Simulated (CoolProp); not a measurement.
Computed with CoolProp (reference Helmholtz-energy equation of state, Thol 2017).

### Question
For decamethyltetrasiloxane (MD2M), give the phase and the Z, cp (kJ/(kg K)), cv (kJ/(kg K)), isothermal compressibility (1/MPa) at 74.55 °C and 1.01 bar.

### Answer
- 74.55 °C and 1.01 bar: liquid; Z 0.0136, cp 1.84, cv 1.57, isothermal compressibility 0.00247
